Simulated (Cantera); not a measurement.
A perfectly stirred reactor is fed with NO : N₂ = 1 : 0.16 (molar parts), at 20.0 Torr; it is held at 1973 K, and followed from long to short residence time.

Detailed kinetics in Cantera: GRI-Mech 3.0 (53 species, 325 reactions). Radical loss at walls, strong at low pressure, is not modelled.

### Question
Predict: x(NO) at τ = 1.10 s; x(N₂) at τ = 1.10 s; x(N₂O) at τ = 1.10 s; x(O₂) at τ = 1.10 s; x(O) at τ = 1.10 s; x(NO) at τ = 31.0 ms; x(N₂) at τ = 31.0 ms; x(N₂O) at τ = 31.0 ms; x(O₂) at τ = 31.0 ms; x(O) at τ = 31.0 ms.

### Answer
* **x(NO) at τ = 1.10 s**: 0.781
* **x(N₂) at τ = 1.10 s**: 0.178
* **x(N₂O) at τ = 1.10 s**: 0.000195
* **x(O₂) at τ = 1.10 s**: 0.0398
* **x(O) at τ = 1.10 s**: 0.000854
* **x(NO) at τ = 31.0 ms**: 0.860
* **x(N₂) at τ = 31.0 ms**: 0.139
* **x(N₂O) at τ = 31.0 ms**: 0.000193
* **x(O₂) at τ = 31.0 ms**: 0.000600
* **x(O) at τ = 31.0 ms**: 0.000360
